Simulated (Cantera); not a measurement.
Input (Python, Cantera) and output of one run.

```python
import numpy as np
import cantera as ct

gas_names = """
    Cu CuO Cu2 H HO2 H2 H2O H2O2 O OH O2 O3
""".split()
cond_names = """
    Cu(cr) Cu(L) CuO(s) CuO2H2(s) Cu2O(s) Cu2O(L) H2O(s) H2O(L)
""".split()


# ... load() reads the species with a 1 bar reference pressure and builds the phases ...
atoms = {
    'Cu2O': {'Cu': 2, 'O': 1},
    'H2': {'H': 2},
}
top_T = {'CuO(s)': 1390}  # K; cautious upper limits of use, not melting points


# ... equilibrate(T, P, feed) seeds the gas with the atoms and calls Mixture.equilibrate('TP', solver="vcs", rtol=1e-11, max_steps=5000) ...
results = []
feed = {'Cu2O': 1, 'H2': 1.4}  # mol
T = 1123  # K
P = 370  # Pa
mix = equilibrate(T, P, feed)
results.append((T, P, feed, dict(zip(mix.species_names, mix.species_moles))))
x = sorted(zip(gas.X, gas.species_names), reverse=True)
print(f"T = {T:g} K  P = {P:g} Pa  gas = {mix.phase_moles(0):.4g} mol")
print("   x: " + "  ".join(f"{s} {v:.3e}" for v, s in x if v > 0.001))
print("   condensed (mol): " + ("  ".join(f"{mix.phase(i).name} {mix.phase_moles(i):.4g}"
      for i in range(1, mix.n_phases) if mix.phase_moles(i) > 1e-12) or "none"))
```

It prints:

```
T = 1123 K  P = 370 Pa  gas = 1.4 mol
   x: H2O 7.143e-01  H2 2.857e-01
   condensed (mol): Cu(cr) 2
```

Equilibrium computed with Cantera from the NASA thermochemical tables; the gas is ideal and each condensed phase is pure.
